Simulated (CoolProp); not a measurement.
Saturation properties of hexamethyldisiloxane (MM) (Tc = 518.7 K, pc = 1.931 MPa, ω = 0.418).

The numbers come from the reference Helmholtz-energy equation of state, Thol 2016 in CoolProp.

| T (K) | p (MPa) | liquid density (kg/m³) | enthalpy of vaporisation (kJ/kg) | liquid cp (kJ/(kg K)) | surface tension (mN/m) |
|---|---|---|---|---|---|
| 250.4 | 0.0002745 | 808.9 | 250.5 | 1.790 | ___ |
| 258.9 | 0.0005191 | 800.2 | 246.6 | 1.807 | 19.0 |
| 267.4 | 0.0009344 | 791.5 | 242.7 | 1.825 | 18.2 |
| 275.9 | 0.001609 | 782.7 | 238.9 | 1.845 | 17.4 |
| 284.4 | 0.002661 | 773.9 | ___ | 1.865 | 16.7 |
| 292.9 | ___ | 765.0 | 231.2 | 1.886 | 15.9 |
| 301.4 | 0.006560 | 756.1 | 227.4 | 1.908 | 15.1 |
| 309.9 | 0.009839 | 747.0 | 223.5 | 1.931 | 14.4 |
| 318.4 | 0.01437 | 737.9 | 219.7 | 1.954 | 13.6 |
| 326.9 | 0.02047 | 728.6 | ___ | 1.977 | 12.9 |
| 335.4 | 0.02853 | 719.2 | 211.7 | 2.001 | 12.2 |

**Question.** Complete the blanks.

**Answer.** 
- 250.4, surface tension (mN/m): 19.8
- 284.4, enthalpy of vaporisation (kJ/kg): 235.1
- 292.9, p (MPa): 0.004247
- 326.9, enthalpy of vaporisation (kJ/kg): 215.7

It boils at 373.7 K under 1 atm.

Surface tension comes from a separate correlation (Mulero 2014), older than this fluid's equation and unchecked against measurements.
